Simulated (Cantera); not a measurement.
A Cantera script and its output.

```python
import numpy as np
import cantera as ct

gas = ct.Solution("gri30.yaml")
gas.TPX = 1075, 500000, {'CO': 0.027, 'O2': 0.079, 'H2O': 0.047, 'N2': 1}
reactor = ct.IdealGasConstPressureReactor(gas, energy="off", clone=False)
net = ct.ReactorNet([reactor])
net.rtol, net.atol = 1e-08, 1e-18
show = ['CO', 'O2', 'H2O', 'NO', 'H2']
times = np.geomspace(0.0001, 10, 14)

steps = ct.SolutionArray(gas, extra=["t"])
rows = []
print(f"{'t/s':>10s}{'T/K':>9s}{'P/Pa':>11s}" + "".join(f"{s:>11s}" for s in show))
for t in times:
    while net.time < t:
        t_next = net.step()
        steps.append(gas.state, t=t_next)
    rows.append([np.interp(t, steps.t, y) for y in (steps.T, steps.P, *steps(*show).X.T)])
    print(f"{t:10.3e}{rows[-1][0]:9.1f}{rows[-1][1]:11.4g}" + "".join(f"{x:11.3e}" for x in rows[-1][2:]))
rate = np.gradient(steps.T, steps.t)
print("integrator steps:", len(steps.t))
if steps.T.max() > steps.T[0] + 200:
    print(f"time of steepest temperature rise: {steps.t[rate.argmax()]:.4e} s")
gas.TPX = 1075, 500000, {'CO': 0.027, 'O2': 0.079, 'H2O': 0.047, 'N2': 1}
gas.equilibrate("TP")
print(f"equilibrium (TP): T = {gas.T:.1f} K  " + "  ".join(f"{s} {gas[s].X[0]:.3e}" for s in show))
```

Result:

```
       t/s      T/K       P/Pa         CO         O2        H2O         NO         H2
 1.000e-04   1075.0      5e+05  2.342e-02  6.852e-02  4.076e-02  7.796e-19  4.101e-11
 2.424e-04   1075.0      5e+05  2.342e-02  6.852e-02  4.076e-02  3.736e-18  2.051e-10
 5.878e-04   1075.0      5e+05  2.342e-02  6.852e-02  4.076e-02  1.910e-17  1.066e-09
 1.425e-03   1075.0      5e+05  2.342e-02  6.852e-02  4.076e-02  2.261e-16  8.214e-09
 3.455e-03   1075.0      5e+05  2.339e-02  6.850e-02  4.076e-02  2.646e-14  1.910e-07
 8.377e-03   1075.0      5e+05  2.284e-02  6.823e-02  4.076e-02  1.253e-12  6.493e-06
 2.031e-02   1075.0      5e+05  2.079e-02  6.728e-02  4.078e-02  8.425e-12  2.664e-05
 4.924e-02   1075.0      5e+05  1.659e-02  6.531e-02  4.085e-02  3.541e-11  3.933e-05
 1.194e-01   1075.0      5e+05  1.011e-02  6.225e-02  4.100e-02  1.041e-10  2.787e-05
 2.894e-01   1075.0      5e+05  4.015e-03  5.937e-02  4.115e-02  1.637e-10  1.014e-05
 7.017e-01   1075.0      5e+05  1.100e-03  5.800e-02  4.122e-02  1.296e-10  2.396e-06
 1.701e+00   1075.0      5e+05  2.685e-04  5.761e-02  4.124e-02  9.196e-11  5.683e-07
 4.125e+00   1075.0      5e+05  5.518e-05  5.751e-02  4.124e-02  1.099e-10  1.363e-07
 1.000e+01   1075.0      5e+05  5.164e-06  5.748e-02  4.125e-02  3.941e-10  1.709e-08
integrator steps: 1347
equilibrium (TP): T = 1075.0 K  CO 2.899e-11  O2 5.746e-02  H2O 4.125e-02  NO 3.740e-05  H2 5.428e-11
```

Cantera simulation using GRI-Mech 3.0 (53 species, 325 reactions); the numbers are that mechanism's predictions, not measurements.
